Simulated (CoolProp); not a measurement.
Vapour-liquid equilibrium of R22 (1) + R134a (2) at 333.1 K; x and y are mole fractions of (1).

The numbers come from the multi-fluid Helmholtz-energy mixture model, Kamei 1995 and Tillner-Roth 1994; pair parameters Bell 2016 in CoolProp.

### Question
Give the bubble pressure and the first vapour's composition at x = 0.15, 0.45, 0.65. Is there an azeotrope?

### Answer
x = 0.15: 18.14 bar, y = 0.190; x = 0.45: 20.55 bar, y = 0.509; x = 0.65: 21.99 bar, y = 0.696. No azeotrope shows between x = 0.05 and 0.95.

Pair parameters are fitted to limited data, so mixtures are less certain than the pure fluids.
